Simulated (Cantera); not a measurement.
Input (Python, Cantera) and output of one run.

```python
import numpy as np
import cantera as ct

gas_names = """
    Cr CrN N N2
""".split()
cond_names = """
    Cr(cr) Cr(L) CrN(s) Cr2N(s)
""".split()


def load(file, names, dense=False):
    # The tables refer to 1 bar. Condensed volumes are neglected.
    table = {s.name: s for s in ct.Species.list_from_file(file)}
    out = []
    for n in names:
        d = dict(table[n].input_data)
        d["thermo"] = dict(d["thermo"], **{"reference-pressure": 1e5})
        if dense:
            d["equation-of-state"] = {"model": "constant-volume", "density": "1e6 g/cm^3"}
        out.append(ct.Species.from_dict(d))
    return out


gas = ct.Solution(thermo="ideal-gas", species=load("nasa_gas.yaml", gas_names))
cond = {s.name: ct.Solution(thermo="fixed-stoichiometry", species=[s], name=s.name)
        for s in load("nasa_condensed.yaml", cond_names, dense=True)}
atoms = {
    'Cr': {'Cr': 1},
    'N2': {'N': 2},
}
top_T = {'CrN(s)': 1900, 'Cr2N(s)': 1900}  # K; cautious upper limits of use, not melting points


def equilibrate(T, P, feed):
    n = {}
    for name, mol in feed.items():
        for a, k in atoms[name].items():
            n[a] = n.get(a, 0.0) + k * mol
    gas.TPX = T, P, n
    mass = sum(n.values()) * gas.mean_molecular_weight
    gas.equilibrate("TP")
    valid = [c for c in cond.values() if c.min_temp <= T <= top_T.get(c.name, c.max_temp)]
    mix = ct.Mixture([(gas, mass / gas.mean_molecular_weight)] + [(c, 0.0) for c in valid])
    mix.T, mix.P = T, P
    mix.equilibrate("TP", solver="vcs", rtol=1e-11, max_steps=5000)
    return mix


results = []
feed = {'Cr': 1, 'N2': 8.9}  # mol
P = 30  # Pa
for T in [898, 1048, 1198, 1348, 1498, 1648, 1798, 1948, 2098, 2248, 2398]:
    mix = equilibrate(T, P, feed)
    results.append((T, P, feed, dict(zip(mix.species_names, mix.species_moles))))

top = {s: max(r[3][s] / sum(r[3][g] for g in gas_names) for r in results) for s in gas_names}
cols = sorted((s for s in top if top[s] > 1e-06), key=lambda s: -top[s])[:8]
seen = [c for c in cond_names if any(r[3].get(c, 0) > 1e-12 for r in results)]
print("log10 of partial pressures in bar; condensed amounts in mol")
print(f"{'T/K':>10s}" + "".join(f"{s[:9]:>10s}" for s in cols + seen))
for T, P, feed, n in results:
    ng = sum(n[g] for g in gas_names)
    print(f"{T:10.4g}" + "".join(f"{np.log10(max(n[s] / ng * P / 1e5, 1e-99)):10.3f}" for s in cols)
          + "".join(f"{n.get(c, 0):10.4g}" for c in seen))
```

Output:

```
log10 of partial pressures in bar; condensed amounts in mol
       T/K        N2        Cr         N    Cr(cr)    CrN(s)   Cr2N(s)
       898    -3.523   -16.342   -26.116         0         1         0
      1048    -3.523   -12.416   -22.150         0         0       0.5
      1198    -3.523    -9.654   -19.173         1         0         0
      1348    -3.523    -7.767   -16.856    0.9995         0         0
      1498    -3.524    -6.268   -15.001     0.984         0         0
      1648    -3.536    -5.050   -13.487    0.7278         0         0
      1798    -3.569    -4.519   -12.237         0         0         0
      1948    -3.569    -4.519   -11.164         0         0         0
      2098    -3.569    -4.519   -10.243         0         0         0
      2248    -3.569    -4.519    -9.445         0         0         0
      2398    -3.569    -4.519    -8.746         0         0         0
```

Method: chemical equilibrium by Gibbs-energy minimisation in Cantera with the NASA 1993 tables (ideal gas, pure condensed phases).
